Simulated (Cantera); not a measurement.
Cantera run:

```python
import numpy as np
import cantera as ct

gas_names = """
    H HO2 H2 H2O H2O2 O OH O2 O3 V VO VO2
""".split()
cond_names = """
    H2O(s) H2O(L) V(cr) V(L) VO(s) VO(L) V2O3(s) V2O3(L) V2O4(I) V2O4(II) V2O4(L) V2O5(s) V2O5(L)
""".split()


def load(file, names, dense=False):
    # The tables refer to 1 bar. Condensed volumes are neglected.
    table = {s.name: s for s in ct.Species.list_from_file(file)}
    out = []
    for n in names:
        d = dict(table[n].input_data)
        d["thermo"] = dict(d["thermo"], **{"reference-pressure": 1e5})
        if dense:
            d["equation-of-state"] = {"model": "constant-volume", "density": "1e6 g/cm^3"}
        out.append(ct.Species.from_dict(d))
    return out


gas = ct.Solution(thermo="ideal-gas", species=load("nasa_gas.yaml", gas_names))
cond = {s.name: ct.Solution(thermo="fixed-stoichiometry", species=[s], name=s.name)
        for s in load("nasa_condensed.yaml", cond_names, dense=True)}
atoms = {
    'V2O3': {'V': 2, 'O': 3},
    'H2': {'H': 2},
}
top_T = {}  # K; cautious upper limits of use, not melting points


def equilibrate(T, P, feed):
    n = {}
    for name, mol in feed.items():
        for a, k in atoms[name].items():
            n[a] = n.get(a, 0.0) + k * mol
    gas.TPX = T, P, n
    mass = sum(n.values()) * gas.mean_molecular_weight
    gas.equilibrate("TP")
    valid = [c for c in cond.values() if c.min_temp <= T <= top_T.get(c.name, c.max_temp)]
    mix = ct.Mixture([(gas, mass / gas.mean_molecular_weight)] + [(c, 0.0) for c in valid])
    mix.T, mix.P = T, P
    mix.equilibrate("TP", solver="vcs", rtol=1e-11, max_steps=5000)
    return mix


results = []
feed = {'V2O3': 1, 'H2': 21}  # mol
P = 1000  # Pa
for T in [700, 725, 750, 775, 800, 825, 850, 875, 900, 925, 950, 975]:
    mix = equilibrate(T, P, feed)
    results.append((T, P, feed, dict(zip(mix.species_names, mix.species_moles))))
    x = sorted(zip(gas.X, gas.species_names), reverse=True)
    print(f"T = {T:g} K  P = {P:g} Pa  gas = {mix.phase_moles(0):.4g} mol")
    print("   x: " + "  ".join(f"{s} {v:.3e}" for v, s in x if v > 1e-06))
    print("   condensed (mol): " + ("  ".join(f"{mix.phase(i).name} {mix.phase_moles(i):.4g}"
          for i in range(1, mix.n_phases) if mix.phase_moles(i) > 1e-12) or "none"))
```

It prints:

```
T = 700 K  P = 1000 Pa  gas = 21 mol
   x: H2 1.000e+00
   condensed (mol): VO(s) 9.295e-06  V2O3(s) 1
T = 725 K  P = 1000 Pa  gas = 21 mol
   x: H2 1.000e+00
   condensed (mol): VO(s) 1.763e-05  V2O3(s) 1
T = 750 K  P = 1000 Pa  gas = 21 mol
   x: H2 1.000e+00
   condensed (mol): VO(s) 3.199e-05  V2O3(s) 1
T = 775 K  P = 1000 Pa  gas = 21 mol
   x: H2 1.000e+00  H2O 1.328e-06
   condensed (mol): VO(s) 5.579e-05  V2O3(s) 1
T = 800 K  P = 1000 Pa  gas = 21 mol
   x: H2 1.000e+00  H2O 2.235e-06
   condensed (mol): VO(s) 9.386e-05  V2O3(s) 1
T = 825 K  P = 1000 Pa  gas = 21 mol
   x: H2 1.000e+00  H2O 3.639e-06
   condensed (mol): VO(s) 0.0001528  V2O3(s) 0.9999
T = 850 K  P = 1000 Pa  gas = 21 mol
   x: H2 1.000e+00  H2O 5.753e-06
   condensed (mol): VO(s) 0.0002416  V2O3(s) 0.9999
T = 875 K  P = 1000 Pa  gas = 21 mol
   x: H2 1.000e+00  H2O 8.851e-06
   condensed (mol): VO(s) 0.0003718  V2O3(s) 0.9998
T = 900 K  P = 1000 Pa  gas = 21 mol
   x: H2 1.000e+00  H2O 1.329e-05
   condensed (mol): VO(s) 0.0005581  V2O3(s) 0.9997
T = 925 K  P = 1000 Pa  gas = 21 mol
   x: H2 1.000e+00  H2O 1.950e-05
   condensed (mol): VO(s) 0.000819  V2O3(s) 0.9996
T = 950 K  P = 1000 Pa  gas = 21 mol
   x: H2 1.000e+00  H2O 2.803e-05
   condensed (mol): VO(s) 0.001177  V2O3(s) 0.9994
T = 975 K  P = 1000 Pa  gas = 21 mol
   x: H2 1.000e+00  H2O 3.952e-05
   condensed (mol): VO(s) 0.00166  V2O3(s) 0.9992
```

Method: chemical equilibrium by Gibbs-energy minimisation in Cantera with the NASA 1993 tables (ideal gas, pure condensed phases). VO: taken at fixed stoichiometry. Condensed phases not in the tables: the oxides between V2O3 and V2O5 other than VO2.
